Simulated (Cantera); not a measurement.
Input (Python, Cantera):

```python
import numpy as np
import cantera as ct

gas = ct.Solution("gri30.yaml")
gas.TPX = 1125, 100000, {'C2H4': 1, 'O2': 3.75, 'N2': 14.1, 'CO2': 0.053}
reactor = ct.IdealGasConstPressureReactor(gas, energy="on", clone=False)
net = ct.ReactorNet([reactor])
net.rtol, net.atol = 1e-08, 1e-16
show = ['C2H4', 'O2', 'NO', 'CH3', 'CH2O', 'OH']
times = np.geomspace(2e-06, 0.1, 13)

steps = ct.SolutionArray(gas, extra=["t"])
rows = []
print(f"{'t/s':>10s}{'T/K':>9s}{'P/Pa':>11s}" + "".join(f"{s:>11s}" for s in show))
for t in times:
    while net.time < t:
        t_next = net.step()
        steps.append(gas.state, t=t_next)
    rows.append([np.interp(t, steps.t, y) for y in (steps.T, steps.P, *steps(*show).X.T)])
    print(f"{t:10.3e}{rows[-1][0]:9.1f}{rows[-1][1]:11.4g}" + "".join(f"{x:11.3e}" for x in rows[-1][2:]))
rate = np.gradient(steps.T, steps.t)
print("integrator steps:", len(steps.t))
if steps.T.max() > steps.T[0] + 200:
    print(f"time of steepest temperature rise: {steps.t[rate.argmax()]:.4e} s")
gas.TPX = 1125, 100000, {'C2H4': 1, 'O2': 3.75, 'N2': 14.1, 'CO2': 0.053}
gas.equilibrate("HP")
print(f"equilibrium (HP): T = {gas.T:.1f} K  " + "  ".join(f"{s} {gas[s].X[0]:.3e}" for s in show))
```

Output:

```
       t/s      T/K       P/Pa       C2H4         O2         NO        CH3       CH2O         OH
 2.000e-06   1125.0      1e+05  5.290e-02  1.984e-01  9.304e-27  7.799e-15  8.224e-15  2.710e-15
 4.927e-06   1125.0      1e+05  5.290e-02  1.984e-01  4.678e-26  3.392e-14  2.960e-14  8.547e-15
 1.214e-05   1125.0      1e+05  5.290e-02  1.984e-01  2.240e-25  1.489e-13  1.195e-13  1.938e-14
 2.991e-05   1125.0      1e+05  5.290e-02  1.984e-01  9.835e-25  6.164e-13  4.887e-13  3.365e-14
 7.368e-05   1125.0      1e+05  5.290e-02  1.984e-01  3.795e-24  2.215e-12  1.867e-12  5.081e-14
 1.815e-04   1125.0      1e+05  5.290e-02  1.984e-01  1.536e-23  7.902e-12  7.780e-12  9.810e-14
 4.472e-04   1125.0      1e+05  5.290e-02  1.984e-01  9.773e-23  4.184e-11  5.177e-11  3.820e-13
 1.102e-03   1125.0      1e+05  5.290e-02  1.984e-01  2.481e-21  9.346e-10  1.346e-09  7.903e-12
 2.714e-03   1125.7      1e+05  5.279e-02  1.982e-01  9.573e-15  1.708e-05  3.666e-05  1.812e-06
 6.687e-03   2586.4      1e+05  3.973e-26  4.475e-02  5.289e-03  2.780e-16  3.588e-11  1.230e-02
 1.648e-02   2579.8      1e+05  3.962e-26  4.239e-02  1.035e-02  2.745e-16  3.566e-11  1.191e-02
 4.059e-02   2578.6      1e+05  3.960e-26  4.194e-02  1.130e-02  2.738e-16  3.562e-11  1.184e-02
 1.000e-01   2578.6      1e+05  3.960e-26  4.194e-02  1.131e-02  2.738e-16  3.562e-11  1.184e-02
integrator steps: 1891
time of steepest temperature rise: 2.8403e-03 s
equilibrium (HP): T = 2578.6 K  C2H4 4.611e-26  O2 4.194e-02  NO 1.131e-02  CH3 3.849e-16  CH2O 3.562e-11  OH 1.184e-02
```

Model: GRI-Mech 3.0 (53 species, 325 reactions), integrated in Cantera. GRI-Mech 3.0 was tuned for natural gas; its chemistry of ethylene as a main component is partial and can be far from experiment.
